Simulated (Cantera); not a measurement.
A closed system holds: 1 mol FeS, 5.3 mol H₂, 0.11 mol H₂O, at 11.0 mbar.

Equilibrium computed with Cantera from the NASA thermochemical tables; the gas is ideal and each condensed phase is pure. Candidate condensed phases: Fe, FeO, Fe(OH)₂, Fe(OH)₃, FeS, FeSO₄, FeS₂, Fe₂O₃, Fe₂(SO₄)₃, Fe₃O₄, H₂O, H₂SO₄, S; 22 gas species. FeS: taken at fixed stoichiometry. The numbers say what is thermodynamically allowed, not how fast it happens.

Question: At 702 °C, list the 3 most abundant gas species with their mole fractions, and the condensed phases.

Answer: H₂ 0.979, H₂O 0.0203, H₂S 0.000880. Condensed: Fe(α) + FeS(s).
